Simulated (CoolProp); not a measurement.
The numbers come from the reference Helmholtz-energy equation of state, Akasaka 2022 in CoolProp.

**Question.** For R1233zd(E), give the phase and the Z, Joule-Thomson coefficient (K/MPa), isothermal compressibility (1/MPa), fugacity coefficient at 395.9 K and 1.44 MPa; 361 K and 0.229 MPa.

**Answer.** 
- 395.9 K and 1.44 MPa: gas; Z 0.748, Joule-Thomson coefficient 19.2, isothermal compressibility 1.01, fugacity coefficient 0.800
- 361 K and 0.229 MPa: gas; Z 0.954, Joule-Thomson coefficient 17.9, isothermal compressibility 4.58, fugacity coefficient 0.956
